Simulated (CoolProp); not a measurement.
Saturation properties of cyclopentane (Tc = 238.6 °C, pc = 4.583 MPa, ω = 0.202).

The numbers come from the reference Helmholtz-energy equation of state, Gedanitz 2015 in CoolProp.

| T (°C) | p (MPa) | vapour density (kg/m³) | enthalpy of vaporisation (kJ/kg) | surface tension (mN/m) |
|---|---|---|---|---|
| 49.65 | 0.1027 | 2.781 | 389.0 | 18.4 |
| 57.55 | 0.1321 | 3.518 | 383.1 | 17.4 |
| 65.55 | 0.1681 | 4.410 | 376.8 | 16.3 |
| 73.55 | 0.2114 | 5.468 | 370.4 | 15.3 |
| 81.55 | 0.2626 | 6.711 | 363.7 | 14.3 |
| 89.55 | 0.3229 | 8.165 | 356.8 | 13.3 |
| 97.45 | 0.3921 | 9.830 | 349.7 | 12.3 |
| 105.45 | 0.4731 | 11.78 | 342.2 | 11.3 |
| 113.45 | 0.5659 | 14.02 | 334.4 | 10.4 |
| 121.45 | 0.6717 | 16.59 | 326.2 | 9.49 |

It boils at 49.2 °C under 1 atm.

Surface tension comes from a separate correlation (Mulero 2014).
